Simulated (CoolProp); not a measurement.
The numbers come from the reference Helmholtz-energy equation of state, Platzer 1990 in CoolProp. This equation is an older, rougher fit; its heat capacities, sound speeds and derivatives of the liquid may be far off and weren't checked against measurements.

Problem. Give the vapour pressure (kPa), liquid density (kg/m³), vapour Z, surface tension (mN/m) of saturated c-C4F8 (RC318) at 308.3, 314.8, 373.4 K.

Solution. 
| T (K) | p (kPa) | liquid density (kg/m³) | vapour Z | surface tension (mN/m) |
|---|---|---|---|---|
| 308.3 | 427 | 1460 | 0.873 | 7.04 |
| 314.8 | 515 | 1430 | 0.855 | 6.34 |
| 373.4 | 2060 | 1060 | 0.562 | 0.867 |

Surface tension comes from a separate correlation (Mulero 2012).
